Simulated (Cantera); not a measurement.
Mixture: CO : H2 : CH4 : O2 : N2 = 1 : 0.076 : 0.078 : 0.925 : 3.48 (molar parts), at 500000 Pa, adiabatic and at constant pressure. Ignition delay is the time to a rise of 400 K.

Model: GRI-Mech 3.0 (53 species, 325 reactions), integrated in Cantera. Below about 1000 K GRI-Mech 3.0 lacks low-temperature oxidation paths. Below about 950 K walls govern HO2 and H2O2 in real vessels. Where the delays flatten at high temperature, the 400 K rule measures the pace of heat release, not the induction time.

Q: Predict: delay at 875 K; delay at 1075 K; delay at 1275 K; delay at 1475 K; delay at 1675 K.

A: 
```json
{
  "delay at 875 K": "0.191 s",
  "delay at 1075 K": "0.944 ms",
  "delay at 1275 K": "71.2 µs",
  "delay at 1475 K": "20.5 µs",
  "delay at 1675 K": "11.1 µs"
}
```
